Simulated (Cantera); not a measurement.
**Thermodynamics of carbon deposition, reforming and gasification, feed n-butane + NH3 + N2**

Input: 1 mol n-butane, 0.014 mol NH3, 0.86 mol N2, equilibrated at 2.20 bar.

Cantera equilibrium calculation (NASA polynomials, part measured and part estimated; ideal gas, pure solids and liquids). Candidate condensed phases: C, C6H6, C7H8, C8H18; 92 gas species. Equilibrium is a limit: real reactors are often held back by kinetics, nucleation or transport.

From 1600 °C to 1900 °C the condensed part is C(graphite). The main C-bearing gas is HCN throughout. The share of C in condensed phases is highest at 1600 °C (99.3 %) and lowest at 1900 °C (97.9 %).

| T (°C) | x H2 | x N2 | x HCN | x H | x C2H2 (acetylene) | x CH4 | x HNC | x CH3 | n C(graphite) |
|---|---|---|---|---|---|---|---|---|---|
| 1600 | 0.849 | 0.146 | 0.00304 | 0.000401 | 0.000265 | 0.000968 | 0.000135 | 9.18e-6 | 3.97 |
| 1625 | 0.849 | 0.146 | 0.00339 | 0.000486 | 0.000319 | 0.000897 | 0.000159 | 1.03e-5 | 3.97 |
| 1650 | 0.849 | 0.145 | 0.00378 | 0.000585 | 0.000383 | 0.000833 | 0.000186 | 1.15e-5 | 3.97 |
| 1675 | 0.849 | 0.145 | 0.00419 | 0.000702 | 0.000457 | 0.000775 | 0.000216 | 1.28e-5 | 3.96 |
| 1700 | 0.848 | 0.145 | 0.00464 | 0.000838 | 0.000543 | 0.000722 | 0.000251 | 1.42e-5 | 3.96 |
| 1725 | 0.848 | 0.145 | 0.00512 | 0.000996 | 0.000643 | 0.000675 | 0.000290 | 1.57e-5 | 3.96 |
| 1750 | 0.847 | 0.144 | 0.00564 | 0.00118 | 0.000757 | 0.000631 | 0.000334 | 1.73e-5 | 3.95 |
| 1775 | 0.847 | 0.144 | 0.00619 | 0.00139 | 0.000888 | 0.000591 | 0.000383 | 1.91e-5 | 3.95 |
| 1800 | 0.846 | 0.144 | 0.00678 | 0.00163 | 0.00104 | 0.000554 | 0.000438 | 2.09e-5 | 3.94 |
| 1825 | 0.845 | 0.143 | 0.00741 | 0.00191 | 0.00121 | 0.000521 | 0.000499 | 2.29e-5 | 3.94 |
| 1850 | 0.844 | 0.143 | 0.00808 | 0.00222 | 0.00140 | 0.000490 | 0.000566 | 2.51e-5 | 3.93 |
| 1875 | 0.843 | 0.142 | 0.00879 | 0.00258 | 0.00162 | 0.000462 | 0.000641 | 2.73e-5 | 3.92 |
| 1900 | 0.842 | 0.142 | 0.00954 | 0.00299 | 0.00186 | 0.000435 | 0.000723 | 2.97e-5 | 3.91 |
x: gas mole fraction; n: condensed amount in mol.
